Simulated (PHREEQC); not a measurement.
Solution (20 °C): 0.0048 mol ZnSO4 and 9.8e-05 mol H3AsO4 per kg of water. Closed to the air; pH follows from the charge balance.

Equilibrium calculation in PHREEQC: ion-association model, wateq4f.dat.

Precipitation was switched off in this run.

Problem. What pH, ionic strength does the model give?

Solution. pH 4.14; ionic strength 0.0145 mol/kgw.

Problem. In which forms is As present?

Solution. H2AsO4- 99 %, H3AsO4 1.2 % of the As.

Complexes and solids missing from the database can't appear. The database has no arsenate complexes of Zn.
